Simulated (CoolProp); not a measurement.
A simple Rankine cycle with vinyl chloride: condensing at 306.15 K, boiler at 1.83 MPa, turbine inlet 429 K, turbine efficiency 0.9, pump efficiency 0.7, no recuperator. Each further row changes one setting.

Computed with CoolProp (reference Helmholtz-energy equation of state, Thol 2022).

| case | thermal efficiency (%) | net work (kJ/kg) | heat in (kJ/kg) | turbine exit temperature (K) | volume ratio over the turbine |
|---|---|---|---|---|---|
| as stated | 12.7 | … | 424 | 361.6 | 3.31 |
| condensing temperature 298.15 K | 14.4 | 63.0 | … | 350.8 | 4.08 |
| boiler pressure 1.28 MPa | … | 41.5 | 432 | … | 2.37 |
| turbine efficiency 0.8 | … | 47.7 | 424 | … | … |

**Question.** Complete the blanks.

**Answer.** 
- as stated, net work (kJ/kg): 53.9
- condensing temperature 298.15 K, heat in (kJ/kg): 436
- boiler pressure 1.28 MPa, thermal efficiency (%): 9.6
- boiler pressure 1.28 MPa, turbine exit temperature (K): 381.1
- turbine efficiency 0.8, thermal efficiency (%): 11.2
- turbine efficiency 0.8, turbine exit temperature (K): 367.7
- turbine efficiency 0.8, volume ratio over the turbine: 3.38
